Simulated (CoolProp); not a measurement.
Vapour pressure (kPa) of ammonia: the reference equation beside estimates from Tc = 132.4 °C, pc = 11360 kPa, ω = 0.256. Clausius-Clapeyron is anchored at 37.55 °C with a constant enthalpy of vaporisation of 18.92 kJ/mol.

Model: reference Helmholtz-energy equation of state, Gao 2020, in CoolProp.

```csv
T (°C),reference,Lee-Kesler,Clausius-Clapeyron,van der Waals,Redlich-Kwong,Soave-Redlich-Kwong,Peng-Robinson
37.55,1452,1465,1452,3555,2037,1467,1451
44.75,1770,1787,1713,3962,2413,1792,1771
51.95,2138,2158,2008,4397,2835,2169,2141
59.15,2561,2584,2337,4861,3305,2601,2567
66.35,3043,3068,2702,5355,3825,3095,3054
73.55,3591,3616,3105,5880,4399,3654,3606
80.75,4209,4234,3549,6435,5028,4284,4230
88.05,4914,4937,4042,7029,5725,5000,4942
95.25,5693,5713,4571,7648,6472,5789,5728
```

Absolute difference from the reference over all 9 rows, mean and median: Lee-Kesler 0.7 and 0.8 %, Clausius-Clapeyron 10.7 and 11.2 %, van der Waals 81.6 and 76.0 %, Redlich-Kwong 26.2 and 25.7 %, Soave-Redlich-Kwong 1.6 and 1.7 %, Peng-Robinson 0.3 and 0.4 %.
